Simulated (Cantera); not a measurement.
Charge: 1 mol Fe₂O₃, 5.3 mol CH₄, 0.13 mol H₂, at 1948.15 K and 110000 Pa.

These are equilibrium values from Cantera (NASA tables, ideal gas, pure condensed phases), not measurements of a reactor. Candidate condensed phases: C, C₆H₆, C₇H₈, C₈H₁₈, Fe, Fe(CO)₅, FeO, Fe(OH)₂, Fe(OH)₃, Fe₂O₃, Fe₃O₄, H₂O; 114 gas species. Iron dissolves carbon and melts from about 1420 K in contact with it, which pure phases cannot show. Condensed phases not in the tables: cementite and carbon dissolved in iron. Kinetics and transport are ignored.

Base state: H₂ 0.780, CO 0.218, H 0.000952, C₂H₂ (acetylene) 0.000421, CH₄ 0.000327, Fe 0.000182, H₂O 2.71e-5 (mole fractions); condensed: C(graphite) + Fe(l).

### Question
What changes in the equilibrium state with this change: temperature from 1948.15 K to 1275 K?

### Answer
```tsv
species	before	after
H₂	0.780	0.774
CO	0.218	0.217
CH₄	0.000327	0.00611
H₂O	2.71e-5	0.00216
Fe	0.000182	<1e-9
H	0.000952	6.18e-7
C₂H₂ (acetylene)	0.000421	2.97e-7
CO₂	1.73e-6	0.000365
C(graphite), mol	2.28	2.25
Fe(l), mol	2.00	0
Fe(γ), mol	0	2.00
```
